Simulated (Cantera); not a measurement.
Input: 1 mol SO₂, 13 mol N₂, equilibrated at 170 Pa.

Method: chemical equilibrium by Gibbs-energy minimisation in Cantera with the NASA 1993 tables (ideal gas, pure condensed phases). Candidate condensed phases: S; 17 gas species. Kinetics and transport are ignored. All values below are at 3250 K.

Base state: N₂ 0.813, O 0.120, S 0.0610, NO 0.00277, SO 0.00162, N 0.00135, O₂ 0.000393, S₂ 2.56e-5 (mole fractions); condensed: gas only.

Task: What changes in the equilibrium state with this change: SO₂ replaced by HCl?

Result: 
```
species   before   after
-------  -------  ------
N₂         0.813   0.866
Cl             0  0.0665
H              0  0.0664
O          0.120       0
S         0.0610       0
NO       0.00277       0
SO       0.00162       0
```
Further candidate phases: NH₄Cl.

Task: What changes in the equilibrium state with this change: N₂ from 13 to 7.1 mol?

Result: 
| species | before | after |
|---|---|---|
| N₂ | 0.813 | 0.705 |
| O | 0.120 | 0.189 |
| S | 0.0610 | 0.0955 |
| SO₂ | 8.34e-6 | 3.24e-5 |
| O₂ | 0.000393 | 0.000974 |
| SO | 0.00162 | 0.00399 |
